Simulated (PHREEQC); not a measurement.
Make-up at 25 °C: 5.5 mmol/kgw Cu(BF4)2, 0.12 mmol/kgw HNO3 and 0.25 mmol/kgw Na2SO4. Closed to the air; pH follows from the charge balance.

The numbers come from PHREEQC with the ion-association model, phreeqc.dat.

```tsv
quantity	before	after
pH	2.91	2.97
ionic strength (mol/kgw)	0.0181	0.00955
SO4-2 (mol/kgw)	0.000170	9.43e-5
HSO4- (mol/kgw)	1.39e-5	7.25e-6
NaSO4- (mol/kgw)	2.52e-7	7.92e-8
```

### Question
Which change was made?
A. HNO3 replaced by KNO3 at the same molality
B. diluted 2-fold with water
C. Cu(BF4)2 left out
D. HNO3 left out
E. diluted 5-fold with water

### Answer
B, diluted 2-fold with water

This is a speciation only: nothing precipitates in the calculation. Real BF4- forms and hydrolyses slowly; the run takes it at equilibrium.
